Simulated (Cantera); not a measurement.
Standard-state values (1 bar) from the NASA 1993 polynomials, evaluated with Cantera. Values are per mole of reaction as written; species without (g) are pure solids or liquids, kept so even where they would boil at 1 bar.

2 HI(g) → I2(g) + 2 H(g)

```csv
T (K),ΔH° (kJ),ΔS° (J/K),ΔG° (kJ),log10 K
300,445.7,77.1,422.6,-73.58
398,…,…,…,…
448,448.7,85.2,410.6,-47.87
498,449.7,87.3,406.3,-42.61
548,…,…,…,…
598,…,…,…,…
```

Problem. Some entries are withheld; supply them.

Solution. 
- 398, ΔH° (kJ): 447.7
- 398, ΔS° (J/K): 82.8
- 398, ΔG° (kJ): 414.8
- 398, log10 K: -54.43
- 548, ΔH° (kJ): 450.7
- 548, ΔS° (J/K): 89.1
- 548, ΔG° (kJ): 401.8
- 548, log10 K: -38.30
- 598, ΔH° (kJ): 451.6
- 598, ΔS° (J/K): 90.8
- 598, ΔG° (kJ): 397.3
- 598, log10 K: -34.71
